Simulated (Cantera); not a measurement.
An adiabatic, constant-pressure homogeneous reactor starts with CO : H2 : CH4 : O2 : N2 = 1 : 0.036 : 0.053 : 0.63 : 2.37 (molar parts), equivalence ratio 0.99, at 1300 K and 1.01 bar. Integrator tolerance rtol = 1e-08.

Detailed kinetics in Cantera: GRI-Mech 3.0 (53 species, 325 reactions).

What does this change do: CH4 0.053 to 0.03 parts?


```csv
quantity,before,after
time of steepest temperature rise,0.157 ms,0.110 ms
temperature at 0.200 s,2692 K,2678 K
equilibrium temperature,2692 K,2678 K
x(CO) at 0.200 s,0.0915 (gas-phase equilibrium 0.0915),0.0819 (gas-phase equilibrium 0.0819)
x(H2) at 0.200 s,0.00216 (gas-phase equilibrium 0.00216),0.00126 (gas-phase equilibrium 0.00126)
x(CH4) at 0.200 s,<1e-12 (gas-phase equilibrium <1e-12),<1e-12 (gas-phase equilibrium <1e-12)
x(HCN) at 0.200 s,5.13e-10 (gas-phase equilibrium 5.13e-10),3.06e-10 (gas-phase equilibrium 3.06e-10)
x(CH3) at 0.200 s,<1e-12 (gas-phase equilibrium <1e-12),<1e-12 (gas-phase equilibrium <1e-12)
```

What does this change do: pressure from 1.01 bar to 3.80 bar?


```csv
quantity,before,after
time of steepest temperature rise,0.157 ms,68.9 µs
temperature at 0.200 s,2692 K,2786 K
equilibrium temperature,2692 K,2786 K
x(CO) at 0.200 s,0.0915 (gas-phase equilibrium 0.0915),0.0813 (gas-phase equilibrium 0.0813)
x(H2) at 0.200 s,0.00216 (gas-phase equilibrium 0.00216),0.00183 (gas-phase equilibrium 0.00183)
x(CH4) at 0.200 s,<1e-12 (gas-phase equilibrium <1e-12),<1e-12 (gas-phase equilibrium <1e-12)
x(HCN) at 0.200 s,5.13e-10 (gas-phase equilibrium 5.13e-10),1.27e-9 (gas-phase equilibrium 1.27e-9)
x(CH3) at 0.200 s,<1e-12 (gas-phase equilibrium <1e-12),<1e-12 (gas-phase equilibrium <1e-12)
```

What does this change do: pressure from 1.01 bar to 10.0 bar?


```csv
quantity,before,after
time of steepest temperature rise,0.157 ms,51.6 µs
temperature at 0.200 s,2692 K,2853 K
equilibrium temperature,2692 K,2853 K
x(CO) at 0.200 s,0.0915 (gas-phase equilibrium 0.0915),0.0735 (gas-phase equilibrium 0.0735)
x(H2) at 0.200 s,0.00216 (gas-phase equilibrium 0.00216),0.00160 (gas-phase equilibrium 0.00160)
x(CH4) at 0.200 s,<1e-12 (gas-phase equilibrium <1e-12),<1e-12 (gas-phase equilibrium <1e-12)
x(HCN) at 0.200 s,5.13e-10 (gas-phase equilibrium 5.13e-10),2.38e-9 (gas-phase equilibrium 2.38e-9)
x(CH3) at 0.200 s,<1e-12 (gas-phase equilibrium <1e-12),<1e-12 (gas-phase equilibrium <1e-12)
```
